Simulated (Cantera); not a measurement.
Feed: 1 mol CaCl2, 43 mol H2, held at 1330 Pa.

These are equilibrium values from Cantera (NASA tables, ideal gas, pure condensed phases), not measurements of a reactor. Candidate condensed phases: Ca, CaCl2; 9 gas species. The numbers say what is thermodynamically allowed, not how fast it happens.

Question: Which condensed phases are stable at each of these points (T (°C)): 452, 502, 552, 602, 652, 702, 752, 802, 852?

Answer: 
| T (°C) | condensed phases | Ca condensed (%) |
|---|---|---|
| 452 | CaCl2(s) | 100.0 |
| 502 | CaCl2(s) | 100.0 |
| 552 | CaCl2(s) | 100.0 |
| 602 | CaCl2(s) | 100.0 |
| 652 | CaCl2(s) | 100.0 |
| 702 | CaCl2(s) | 100.0 |
| 752 | CaCl2(s) | 100.0 |
| 802 | CaCl2(l) | 99.9 |
| 852 | CaCl2(l) | 99.6 |

From 452 °C to 752 °C the condensed part is CaCl2(s). From 802 °C to 852 °C the condensed part is CaCl2(l).
